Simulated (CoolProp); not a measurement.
The fluid at 298.15 K and 0.125 MPa flows at 0.11 m/s in a round tube of 6 mm bore and 1.5 µm roughness, fully developed (64/Re and Nu = 3.66 if laminar; Colebrook and Gnielinski if turbulent). The same conditions are run with several fluids, on thermodynamics alone (safety and materials aside).

Model: reference Helmholtz-energy equation of state of each fluid (R134a: Tillner-Roth 1994; isobutane: Bücker 2006; R13: Platzer 1990; c-C4F8 (RC318): Platzer 1990; carbon dioxide: Span 1996), in CoolProp. The equations of Platzer and Polt are older, rougher fits.

### Question
Rank R134a, isobutane, R13, c-C4F8 (RC318), carbon dioxide by Reynolds number, highest first.

### Answer
c-C4F8 (RC318) (618), R134a (295), isobutane (267), R13 (245), carbon dioxide (98.8)

```csv
fluid,Darcy friction factor,pressure drop (Pa/m),heat-transfer coefficient (W/(m² K)),mass flow (kg/h)
R134a,0.217,1.15,8.17,0.0591
isobutane,0.240,0.733,10.3,0.0339
R13,0.261,1.40,7.53,0.0597
c-C4F8 (RC318),0.104,1.09,7.36,0.117
carbon dioxide,0.648,1.46,10.2,0.0250
```

Transport values come from each fluid's own correlations; those of R134a, R13, c-C4F8 (RC318) are estimates that may be off by 10 % or more.
